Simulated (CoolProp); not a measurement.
Aqueous potassium formate as a coolant, at 5 °C, 1 atm.

Computed with CoolProp (Melinder's fits for secondary coolants).

```tsv
mass %	freezing point (°C)	Prandtl number	viscosity (mPa s)	conductivity (W/(m K))	cp (kJ/(kg K))
3	-1.3	11.5	1.60	?	4.081
6	-2.8	11.7	1.66	0.563	3.961
9.1	-4.4	11.7	1.70	0.558	3.841
12.2	-6.2	11.8	1.76	0.553	?
15.2	?	?	1.82	0.548	3.611
18.3	?	12.3	1.90	0.543	3.499
21.4	-12.8	12.6	2.00	0.538	3.391
24.5	?	13.1	2.12	?	3.288
27.5	-18.4	13.5	2.23	0.527	3.193
30.6	-21.8	14.0	2.36	0.521	?
33.7	-25.7	14.5	2.48	0.515	3.012
```

Q: Complete the blanks.

A: 
- 3, conductivity (W/(m K)): 0.567
- 12.2, cp (kJ/(kg K)): 3.723
- 15.2, freezing point (°C): -8.1
- 15.2, Prandtl number: 12.0
- 18.3, freezing point (°C): -10.3
- 24.5, freezing point (°C): -15.5
- 24.5, conductivity (W/(m K)): 0.533
- 30.6, cp (kJ/(kg K)): 3.100
